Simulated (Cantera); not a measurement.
An isothermal, constant-pressure homogeneous reactor starts with 1.28 % H₂, 98.7 % O₂, equivalence ratio 0.0065, at 1425 K and 0.0375 atm.

Cantera simulation using GRI-Mech 3.0 (53 species, 325 reactions); the numbers are that mechanism's predictions, not measurements. Radical loss at walls, strong at low pressure, is not modelled.

x: mole fraction; the columns are a selection and need not sum to one.

| t (s) | x H₂ | x O₂ | x H₂O₂ | x OH | x H |
|---|---|---|---|---|---|
| 0.000300 | 0.0128 | 0.987 | 6.38e-10 | (withheld) | 3.45e-7 |
| 0.00133 | 0.000663 | 0.976 | 5.81e-8 | (withheld) | 0.000606 |
| 0.00591 | 5.79e-5 | 0.976 | 3.11e-8 | (withheld) | 0.000375 |
| 0.0262 | 3.99e-5 | 0.980 | 2.72e-8 | (withheld) | 0.000210 |
| 0.116 | 1.27e-5 | 0.985 | 1.64e-8 | (withheld) | 3.64e-5 |
| 0.516 | 1.55e-6 | 0.987 | 4.74e-9 | (withheld) | 1.53e-6 |
| 2.29 | 1.54e-7 | 0.987 | 8.36e-10 | (withheld) | 4.78e-8 |
| 10.2 | 4.54e-8 | 0.987 | 3.35e-10 | 4.79e-5 | 7.72e-9 |
| 45.1 | 4.41e-8 | 0.987 | 3.29e-10 | 4.73e-5 | 7.40e-9 |
| 200 | 4.41e-8 | 0.987 | 3.29e-10 | 4.73e-5 | 7.40e-9 |

Task: Complete the blanks.

Result: 
- 0.000300, x OH: 2.60e-6
- 0.00133, x OH: 0.00265
- 0.00591, x OH: 0.00169
- 0.0262, x OH: 0.00140
- 0.116, x OH: 0.000794
- 0.516, x OH: 0.000278
- 2.29, x OH: 8.81e-5
